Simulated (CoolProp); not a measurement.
Normal hydrogen at 935.68 K and 0.238 MPa is throttled through a valve to 0.0548 MPa with no heat exchange. Each further row changes one setting.

Values from CoolProp's reference Helmholtz-energy equation of state, Leachman 2009.

```json
[
 {"case": "as stated", "final density (kg/m³)": "0.0142"},
 {"case": "outlet pressure 0.0164 MPa", "final density (kg/m³)": "0.00425"},
 {"case": "outlet pressure 0.0712 MPa", "final density (kg/m³)": "0.0184"}
]
```
